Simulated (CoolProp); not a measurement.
The numbers come from the reference Helmholtz-energy equation of state, Thol 2018 in CoolProp.

Question: For hydrogen chloride, give the phase and the cv (kJ/(kg K)), speed of sound (m/s), Joule-Thomson coefficient (K/MPa) at 373.95 °C and 0.0122 MPa; -51.05 °C and 0.601 MPa; 66.75 °C and 0.175 MPa.

Answer: 
- 373.95 °C and 0.0122 MPa: gas; cv 0.588, speed of sound 453, Joule-Thomson coefficient 3.55
- -51.05 °C and 0.601 MPa: liquid; cv 0.975, speed of sound 926, Joule-Thomson coefficient -0.226
- 66.75 °C and 0.175 MPa: gas; cv 0.575, speed of sound 328, Joule-Thomson coefficient 11.6
